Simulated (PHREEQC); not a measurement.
3.2 g of hydrous ferric oxide (600 m²/g; 0.2 weak and 0.005 strong sites per Fe, Dzombak-Morel constants, diffuse double layer) in 1 kg of water with 0.3 mol/kgw of an inert sodium salt, at 25 °C; the pH is set by adding NaOH or the inert anion's acid. Oxygen alone is held at its pressure in air (log pO2 = -0.68). No CO2 enters from the air. No solid was allowed to form.

All values are PHREEQC results (ion-association model, wateq4f.dat), not measurements.

```
pH   surface charge σ (C/m²)  surface potential ψ (mV)
---  -----------------------  ------------------------
3                      0.368                       125
3.5                    0.363                       125
4                      0.349                       123
4.5                    0.319                       118
5                      0.269                       110
5.5                    0.211                        98
6                      0.154                        83
6.5                    0.106                        65
7                      0.066                        46
7.5                    0.034                        26
8                      0.006                         5
8.5                   -0.021                       -17
9                     -0.051                       -38
```

Species that the database lacks are ignored. The oxide is taken as insoluble; below pH 4 it would dissolve.
